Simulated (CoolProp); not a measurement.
Vapour-liquid equilibrium of acetone (1) + dimethyl carbonate (2) at 4.29 bar; x and y are mole fractions of (1).

The numbers come from the multi-fluid Helmholtz-energy mixture model, Lemmon 2006 and Zhou 2011; pair parameters Bell 2016 in CoolProp.

Q: Give the bubble temperature and the first vapour's composition at x = 0.05, 0.5, 0.65. Is there an azeotrope?

A: x = 0.05: 413.4 K, y = 0.109; x = 0.5: 393.9 K, y = 0.687; x = 0.65: 388.9 K, y = 0.803. No azeotrope shows between x = 0.05 and 0.95.

The pair parameters rest on a limited set of measurements; away from them the model extrapolates. The gap from Raoult's law changes sign with composition, which may be real or a fault of the pair parameters; it wasn't checked against measurements.
